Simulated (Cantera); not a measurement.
Cantera run, input and output.

```python
import numpy as np
import cantera as ct

gas = ct.Solution("gri30.yaml")
gas.TPX = 625, 500000, {'CO': 1, 'H2': 0.74, 'O2': 0.38, 'N2': 2.04, 'H2O': 0.44}
inlet = ct.Reservoir(gas, clone=True)
gas.equilibrate("HP")  # start burning
reactor = ct.IdealGasConstPressureReactor(gas, energy="on", clone=False)
exhaust = ct.Reservoir(gas, clone=True)
tau = [0.021, 0.012, 0.0066, 0.0037, 0.0021, 0.0012, 0.00066, 0.00037, 0.00021, 0.00012, 6.5e-05][0]
for a, b in ((inlet, reactor), (reactor, exhaust)):
    ct.MassFlowController(a, b, mdot=lambda t: reactor.mass / tau)
net = ct.ReactorNet([reactor])
show = ['CO', 'H2', 'O2', 'OH', 'H2O2']

rows = []
print(f"{'tau/s':>10s}{'T/K':>9s}" + "".join(f"{s:>11s}" for s in show))
for tau in [0.021, 0.012, 0.0066, 0.0037, 0.0021, 0.0012, 0.00066, 0.00037, 0.00021, 0.00012, 6.5e-05]:
    net.initial_time = 0.0
    net.advance(30 * tau)
    before = gas.X
    net.advance(40 * tau)
    drift = np.max(np.abs(gas.X - before) / (gas.X + 1e-9))
    rows.append([gas.T, *gas[show].X, drift])
    print(f"{tau:10.3e}{gas.T:9.1f}" + "".join(f"{x:11.3e}" for x in gas[show].X))
```

Output:

```
     tau/s      T/K         CO         H2         O2         OH       H2O2
 2.100e-02   1882.6  1.501e-01  8.175e-02  7.286e-05  1.809e-04  1.323e-08
 1.200e-02   1880.2  1.501e-01  8.166e-02  9.858e-05  2.359e-04  2.045e-08
 6.600e-03   1876.8  1.501e-01  8.152e-02  1.366e-04  3.125e-04  3.196e-08
 3.700e-03   1872.5  1.500e-01  8.134e-02  1.880e-04  4.092e-04  4.836e-08
 2.100e-03   1866.8  1.500e-01  8.111e-02  2.582e-04  5.307e-04  7.136e-08
 1.200e-03   1859.5  1.500e-01  8.080e-02  3.555e-04  6.828e-04  1.034e-07
 6.600e-04   1849.0  1.501e-01  8.036e-02  5.046e-04  8.869e-04  1.517e-07
 3.700e-04   1835.6  1.503e-01  7.977e-02  7.157e-04  1.131e-03  2.182e-07
 2.100e-04   1818.2  1.506e-01  7.899e-02  1.020e-03  1.415e-03  3.102e-07
 1.200e-04   1795.8  1.513e-01  7.792e-02  1.470e-03  1.736e-03  4.396e-07
 6.500e-05   1763.4  1.528e-01  7.626e-02  2.242e-03  2.115e-03  6.492e-07
```

Detailed kinetics in Cantera: GRI-Mech 3.0 (53 species, 325 reactions). The hydrogen kinetics of GRI-Mech 3.0 are dated; newer H2 mechanisms differ, most at raised pressure.
